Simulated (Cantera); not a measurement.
A closed system holds: 1 mol Fe₃O₄, 1100 mol H₂, 47 mol N₂, held at 39.8 Torr.

Cantera equilibrium calculation (NASA polynomials, part measured and part estimated; ideal gas, pure solids and liquids). Candidate condensed phases: Fe, FeO, Fe(OH)₂, Fe(OH)₃, Fe₂O₃, Fe₃O₄, H₂O; 27 gas species. Rates play no part.

### Question
At 1275 K, list the 3 most abundant gas species with their mole fractions, and the condensed phases.

### Answer
H₂ 0.956, N₂ 0.0410, H₂O 0.00349. Condensed: Fe(γ).
